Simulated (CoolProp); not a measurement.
Values from CoolProp's reference Helmholtz-energy equation of state, Thol 2018.

### Question
For hydrogen chloride, give the phase and the density (kg/m³), cp (kJ/(kg K)), Joule-Thomson coefficient (K/MPa) at 265.8 K and 37.5 bar.

### Answer
- 265.8 K and 37.5 bar: liquid; density 963, cp 1.91, Joule-Thomson coefficient 0.0287
